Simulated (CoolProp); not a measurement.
500 sccm (0 °C, 1 atm) of nitrogen bubbles through liquid p-xylene at 297.5 K and leaves saturated at a total pressure of 0.0284 MPa (ideal gas phase). Each further row changes one setting.

Computed with CoolProp (reference Helmholtz-energy equation of state, Zhou 2012).

```csv
case,vapour pressure (kPa),mole fraction of vapour,delivery (mg/min),delivery (sccm),change of delivery for a bath 1 K warmer (%)
as stated,1.13,0.0399,98.5,20.8,6.2
bath temperature 302.5 K,1.51,0.0530,133,28.0,6.0
total pressure 0.0568 MPa,1.13,0.0200,48.3,10.2,6.0
```
